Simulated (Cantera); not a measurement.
Charge: 1 mol Si, a varied amount of Br₂, held at 600 K and 1000 Pa.

These are equilibrium values from Cantera (NASA tables, ideal gas, pure condensed phases), not measurements of a reactor. Candidate condensed phases: Br₂, Si; 9 gas species. The numbers say what is thermodynamically allowed, not how fast it happens.

x: gas mole fraction; n: condensed amount in mol.

```csv
n(Br₂) (mol),x SiBr₄,x Br₂,x Br,x SiBr₃,n Si(s)
0.57,1.000,<1e-12,<1e-12,1.46e-6,0.715
0.74,1.000,<1e-12,<1e-12,1.46e-6,(withheld)
0.94,1.000,<1e-12,<1e-12,1.46e-6,0.530
1.2,1.000,<1e-12,<1e-12,1.46e-6,0.400
1.6,1.000,<1e-12,<1e-12,1.46e-6,0.200
2,1.00,1.84e-10,3.13e-10,6.80e-10,0
2.6,(withheld),(withheld),(withheld),<1e-12,0
3.3,0.435,0.565,1.74e-5,<1e-12,0
```

**Question.** Fill in the missing entries.

**Answer.** 
- 2.6, x SiBr₄: 0.625
- 2.6, x Br₂: 0.375
- 2.6, x Br: 1.41e-5
- 0.74, n Si(s): 0.630
